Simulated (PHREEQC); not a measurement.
# Leach liquor

Dissolve 0.024 mol HCl, 5.1e-05 mol ZnSO4 and 0.023 mol MnSO4 per kg of water at 25 °C. Closed to the air; pH follows from the charge balance.

The numbers come from PHREEQC with the ion-association model, phreeqc.dat.

Each row changes one thing in this solution. No solid was allowed to form.

```
case                                      pH  ionic strength (mol/kgw)  SO4-2 (mol/kgw)  HSO4- (mol/kgw)
--------------------------------------  ----  ------------------------  ---------------  ---------------
as made                                 1.85                    0.0790           0.0105          0.00722
ZnSO4 from 5.1e-05 to 5.61e-05 mol/kgw  1.85                    0.0790           0.0105          0.00722
diluted 2-fold with water               2.10                    0.0424          0.00630          0.00282
temperature from 25 to 55 °C            1.91                    0.0719          0.00763          0.00934
MnSO4 left out                          1.68                    0.0241          2.18e-5          2.91e-5
0.014 mol/kgw Na2SO4 added              1.94                     0.106           0.0189          0.00997
ZnSO4 left out                          1.85                    0.0789           0.0104          0.00721
```

Species that the database lacks are ignored. At this temperature some constants are extrapolated from 25 °C, and those without enthalpy data are left unchanged.
